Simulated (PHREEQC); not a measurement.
Consider water at 25 °C with 0.0026 mol ZnSO4, 0.26 mol NaCl and 0.00039 mol FeSO4 per kg of water. Closed to the air; pH follows from the charge balance.

Model: ion-association model, wateq4f.dat, run in PHREEQC.

| quantity | before | after |
|---|---|---|
| pH | 5.75 | 5.89 |
| SO4-2 (mol/kgw) | 0.00216 | 0.00219 |
| NaSO4- (mol/kgw) | 0.000737 | 0.000748 |
| Fe+2 (mol/kgw) | 0.000345 | 0.000345 |
| FeCl+ (mol/kgw) | 3.54e-5 | 3.55e-5 |
| FeSO4 (mol/kgw) | 9.79e-6 | 9.94e-6 |
| SI of Halite (NaCl) | -3.05 | -3.05 |
| SI of Mirabilite (Na2SO4:10H2O) | -3.62 | -3.61 |

### Question
Name the change that produced these shifts.
(A) diluted 100-fold with water
(B) temperature from 25 to 20 °C
(C) ZnSO4 replaced by (NH4)2SO4 at the same molality
(D) FeSO4 from 0.00039 to 0.00195 mol/kgw
(E) ZnSO4 from 0.0026 to 0.00026 mol/kgw

### Answer
C, ZnSO4 replaced by (NH4)2SO4 at the same molality

Precipitation was switched off in this run.
